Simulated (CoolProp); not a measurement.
Acetone along the isotherm 76.05 °C: density (kg/m³) from the reference equation and from simpler models built on Tc = 235.0 °C, pc = 4.692 MPa, ω = 0.307; each cubic takes its own stable root.

Values from CoolProp's reference Helmholtz-energy equation of state, Lemmon 2006. It is a short technical equation, of lower accuracy than the large ones.

| p (MPa) | phase | reference |
|---|---|---|
| 0.00742 | gas | 0.1488 |
| 0.0125 | gas | 0.2512 |
| 0.0211 | gas | 0.4254 |
| 0.0357 | gas | 0.7237 |
| 0.0602 | gas | 1.232 |
| 0.102 | gas | 2.123 |
| 0.171 | gas | 3.668 |
| 0.289 | liquid | 724.9 |
| 0.488 | liquid | 725.2 |
| 0.824 | liquid | 725.7 |
| 1.39 | liquid | 726.6 |
| 2.35 | liquid | 728.1 |

How far does each simpler model (van der Waals, Soave-Redlich-Kwong, Peng-Robinson) lie from the reference over these 12 states: mean and median of the absolute difference, and the worst?


- van der Waals: mean 33.4 %, median 3.3 %, worst -99.2 % at 76.05 °C and 0.289 MPa
- Soave-Redlich-Kwong: mean 9.5 %, median 2.1 %, worst -21.7 % at 76.05 °C and 0.289 MPa
- Peng-Robinson: mean 5.2 %, median 2.0 %, worst -11.4 % at 76.05 °C and 0.289 MPa

At some of these states van der Waals gives the other phase, because its saturation line lies elsewhere.
